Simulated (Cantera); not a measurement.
What does this Cantera script print?

```python
import numpy as np
import cantera as ct

gas_names = """
    Ca CaO CaOH CaO2H2 CaS Ca2 H HO2 H2 H2O H2O2 H2S H2SO4 O OH O2 O3 S SH SO SO2 SO3 S2 S2O S8
""".split()
cond_names = """
    Ca(a) Ca(b) Ca(L) CaO(s) CaO(L) CaO2H2(s) CaS(s) CaSO4(s) H2O(s) H2O(L) H2SO4(L) S(cr1) S(cr2) S(L)
""".split()


# ... load() reads the species with a 1 bar reference pressure and builds the phases ...
atoms = {
    'CaS': {'Ca': 1, 'S': 1},
    'H2S': {'H': 2, 'S': 1},
    'H2O': {'H': 2, 'O': 1},
}
top_T = {'CaS(s)': 2750, 'CaSO4(s)': 1730}  # K; cautious upper limits of use, not melting points


# ... equilibrate(T, P, feed) seeds the gas with the atoms and calls Mixture.equilibrate('TP', solver="vcs", rtol=1e-11, max_steps=5000) ...
results = []
feed = {'CaS': 1, 'H2S': 0.11, 'H2O': 0.053}  # mol
P = 80000  # Pa
for T in [850, 1000, 1150, 1300, 1450, 1600, 1750]:
    mix = equilibrate(T, P, feed)
    results.append((T, P, feed, dict(zip(mix.species_names, mix.species_moles))))

top = {s: max(r[3][s] / sum(r[3][g] for g in gas_names) for r in results) for s in gas_names}
cols = sorted((s for s in top if top[s] > 1e-05), key=lambda s: -top[s])[:9]
seen = [c for c in cond_names if any(r[3].get(c, 0) > 1e-12 for r in results)]
print("log10 of partial pressures in bar; condensed amounts in mol")
print(f"{'T/K':>10s}" + "".join(f"{s[:9]:>10s}" for s in cols + seen))
for T, P, feed, n in results:
    ng = sum(n[g] for g in gas_names)
    print(f"{T:10.4g}" + "".join(f"{np.log10(max(n[s] / ng * P / 1e5, 1e-99)):10.3f}" for s in cols)
          + "".join(f"{n.get(c, 0):10.4g}" for c in seen))
```

Output:

```
log10 of partial pressures in bar; condensed amounts in mol
       T/K       H2S        H2       H2O        S2        SH       SO2        SO       S2O         S    CaS(s)
       850    -0.277    -2.055    -0.587    -2.362    -5.983    -4.514    -8.149    -5.227   -11.330         1
      1000    -0.301    -1.521    -0.593    -1.827    -4.760    -4.103    -6.689    -4.656    -9.073         1
      1150    -0.352    -1.146    -0.605    -1.451    -3.877    -3.771    -5.601    -4.235    -7.413         1
      1300    -0.436    -0.886    -0.623    -1.192    -3.227    -3.481    -4.755    -3.915    -6.149         1
      1450    -0.552    -0.711    -0.644    -1.020    -2.745    -3.212    -4.072    -3.668    -5.161         1
      1600    -0.692    -0.599    -0.665    -0.912    -2.384    -2.955    -3.507    -3.471    -4.374         1
      1750    -0.842    -0.528    -0.686    -0.848    -2.110    -2.713    -3.031    -3.314    -3.734         1
```

Cantera equilibrium calculation (NASA polynomials, part measured and part estimated; ideal gas, pure solids and liquids). Gases not in the tables: S3 to S7.
